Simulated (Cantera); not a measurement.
Input: 1 mol HMDSO, 0.14 mol O3, at 1175 K and 0.600 Torr.

Cantera equilibrium calculation (NASA polynomials, part measured and part estimated; ideal gas, pure solids and liquids). Candidate condensed phases: C, C6H6, C7H8, C8H18, H2O, Si, SiC, SiO2; 123 gas species. The feed counts by its element totals alone. Mutual solubility and eutectic melting of coexisting phases are not modelled. The tables hold silica as quartz up to 1696 K and as liquid above; real silica turns to tridymite and cristobalite and melts near 1996 K. The numbers say what is thermodynamically allowed, not how fast it happens.

What is the equilibrium state?


- x(H2) = 0.964
- x(CO) = 0.0357
- x(CH4) = 1.42e-5
- x(SiO) = 1.22e-5
- x(H) = 4.26e-6
- n(C(graphite)) = 4.21 mol
- n(SiC(s)) = 1.46 mol
- n(SiO2(β-quartz)) = 0.543 mol
- gas amount = 9.333 mol
- log10 activity of Si(s) (absent) = -2.84
